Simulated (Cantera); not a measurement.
## Stirred combustor or abatement burner

A perfectly stirred reactor is fed with 6.70 % CH₄, 18.9 % O₂, 71.0 % N₂, 3.42 % H₂O, equivalence ratio 0.71, at 0.650 bar; it is adiabatic with a 775 K inlet, and is followed from long to short residence time, starting on the burning branch (τ in s: 0.14, 0.049, 0.017, 0.006, 0.0021, 0.00074, 0.00026, 9.1e-05, 3.2e-05, 1.1e-05).

Cantera simulation using GRI-Mech 3.0 (53 species, 325 reactions); the numbers are that mechanism's predictions, not measurements.

```tsv
τ (s)	T (K)	x CH₄	x O₂	x H₂O	x CO₂	x C₂H₆	x C₂H₄	x HO₂
0.14	2139	2.60e-6	0.0542	0.165	0.0651	<1e-12	5.97e-11	2.07e-6
0.049	2131	6.39e-6	0.0546	0.164	0.0645	5.37e-12	3.18e-10	2.18e-6
0.017	2112	1.43e-5	0.0551	0.163	0.0633	2.30e-11	1.22e-9	2.52e-6
0.0060	2076	2.97e-5	0.0560	0.160	0.0610	7.92e-11	3.51e-9	3.46e-6
0.0021	2020	6.29e-5	0.0575	0.157	0.0576	2.81e-10	9.80e-9	5.51e-6
0.00074	1945	0.000144	0.0598	0.152	0.0531	1.22e-9	3.22e-8	9.15e-6
0.00026	1855	0.000379	0.0638	0.147	0.0467	7.98e-9	1.53e-7	1.56e-5
9.1e-5	1745	0.00139	0.0731	0.143	0.0342	1.42e-7	1.65e-6	3.45e-5
3.2e-5	775	0.0670	0.189	0.0342	<1e-12	<1e-12	<1e-12	<1e-12
1.1e-5	775	0.0670	0.189	0.0342	<1e-12	<1e-12	<1e-12	<1e-12
```
x: mole fraction; the columns are a selection and need not sum to one.
